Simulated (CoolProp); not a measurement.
C2F6 (R116) at 293.15 K and 2.72 MPa flows at 0.051 m/s in a round tube of 6 mm bore and 1.5 µm roughness, fully developed (64/Re and Nu = 3.66 if laminar; Colebrook and Gnielinski if turbulent). Each further row changes one setting.

Computed with CoolProp (reference Helmholtz-energy equation of state, Lemmon 2006). It is a short technical equation, of lower accuracy than the large ones.

| case | Reynolds number | Darcy friction factor | pressure drop (Pa/m) | heat-transfer coefficient (W/(m² K)) | mass flow (kg/h) |
|---|---|---|---|---|---|
| as stated | 4700 | 0.0383 | (withheld) | (withheld) | 1.44 |
| velocity 0.102 m/s | 9400 | (withheld) | 7.65 | (withheld) | (withheld) |
| diameter 12 mm | 9400 | 0.0316 | 0.951 | 68.5 | (withheld) |

Task: Complete the blanks.

Result: 
- as stated, pressure drop (Pa/m): 2.31
- as stated, heat-transfer coefficient (W/(m² K)): 72.1
- velocity 0.102 m/s, Darcy friction factor: 0.0318
- velocity 0.102 m/s, heat-transfer coefficient (W/(m² K)): 138
- velocity 0.102 m/s, mass flow (kg/h): 2.88
- diameter 12 mm, mass flow (kg/h): 5.77

Viscosity comes from a separate model (Huber 2003), an estimate that may be off by 10 % or more. Thermal conductivity comes from a separate model (Huber 2003), an estimate that may be off by 10 % or more.
